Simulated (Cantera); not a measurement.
An isothermal, constant-pressure homogeneous reactor starts with CH4 : H2 : CO2 = 0.025 : 1 : 0.0087 (molar parts), at 1625 K and 12.8 Torr. Integrator tolerance rtol = 1e-08.

Model: GRI-Mech 3.0 (53 species, 325 reactions), integrated in Cantera. GRI-Mech 3.0 stops at C3 and has no aromatics, soot or wall deposition, so with more carbon than oxygen in the feed, carbon stays in small species such as C2H2 where larger ones or solid carbon would form. Radical loss at walls, strong at low pressure, is not modelled.

Problem. What does this change do: CH4 0.025 to 0.0026 parts?

Solution. 
| quantity | before | after |
|---|---|---|
| x(CH4) at 7.00 s | 0.00761 (gas-phase equilibrium 0.000345) | 0.00206 (gas-phase equilibrium 5.47e-10) |
| x(H2) at 7.00 s | 0.967 (gas-phase equilibrium 0.975) | 0.980 (gas-phase equilibrium 0.982) |
| x(CO2) at 7.00 s | 2.26e-5 (gas-phase equilibrium 7.33e-11) | 2.41e-5 (gas-phase equilibrium 2.17e-5) |
| x(CH2O) at 7.00 s | 3.02e-9 (gas-phase equilibrium 1.15e-10) | 9.38e-10 (gas-phase equilibrium 7.91e-11) |
| x(HO2) at 7.00 s | <1e-12 (gas-phase equilibrium <1e-12) | <1e-12 (gas-phase equilibrium <1e-12) |
| x(C2H2) at 7.00 s | 0.00794 (gas-phase equilibrium 0.00745) | 0.000232 (gas-phase equilibrium <1e-12) |
| x(CO) at 7.00 s | 0.00843 (gas-phase equilibrium 0.0163) | 0.00859 (gas-phase equilibrium 0.0111) |

Problem. What does this change do: CO2 0.0087 to 0.04 parts?

Solution. 
```json
[
 {"quantity": "x(CH4) at 7.00 s", "before": "0.00761 (gas-phase equilibrium 0.000345)", "after": "0.00728 (gas-phase equilibrium 1.09e-9)"},
 {"quantity": "x(H2) at 7.00 s", "before": "0.967 (gas-phase equilibrium 0.975)", "after": "0.911 (gas-phase equilibrium 0.928)"},
 {"quantity": "x(CO2) at 7.00 s", "before": "2.26e-5 (gas-phase equilibrium 7.33e-11)", "after": "0.000469 (gas-phase equilibrium 0.000265)"},
 {"quantity": "x(CH2O) at 7.00 s", "before": "3.02e-9 (gas-phase equilibrium 1.15e-10)", "after": "1.44e-8 (gas-phase equilibrium 3.91e-10)"},
 {"quantity": "x(HO2) at 7.00 s", "before": "<1e-12 (gas-phase equilibrium <1e-12)", "after": "<1e-12 (gas-phase equilibrium <1e-12)"},
 {"quantity": "x(C2H2) at 7.00 s", "before": "0.00794 (gas-phase equilibrium 0.00745)", "after": "0.00744 (gas-phase equilibrium <1e-12)"},
 {"quantity": "x(CO) at 7.00 s", "before": "0.00843 (gas-phase equilibrium 0.0163)", "after": "0.0373 (gas-phase equilibrium 0.0580)"}
]
```
